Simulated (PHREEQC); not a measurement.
## Brine: speciation

A solution holds 2.2 mol/kgw LiBr, 1.5 mol/kgw CaCl2 and 4.7 mol/kgw NaCl, at 25 °C. Closed to the air; pH follows from the charge balance.

Equilibrium calculation in PHREEQC: Pitzer model, pitzer.dat.

```json
{
 "ionic_strength": "11.4 mol/kgw",
 "activity_of_water": "0.499",
 "density": "1.345 g/cm³",
 "osmotic_coefficient": "2.111"
}
```

| species | molality | activity | log γ |
|---|---|---|---|
| Cl- | 7.70 | 5.91 | -0.115 |
| Na+ | 4.70 | 41.3 | 0.943 |
| Br- | 2.20 | 3.10 | 0.149 |
| Li+ | 2.20 | 99.8 | 1.657 |
| Ca+2 | 1.50 | 261 | 2.240 |
| H+ | 6.22e-8 | 4.95e-6 | 1.901 |
| OH- | 6.22e-8 | 1.02e-9 | -1.785 |

No solid was allowed to form. Saturation is exceeded, for instance for Halite; the values hold only as long as no solid forms. Complexes and solids missing from the database can't appear.
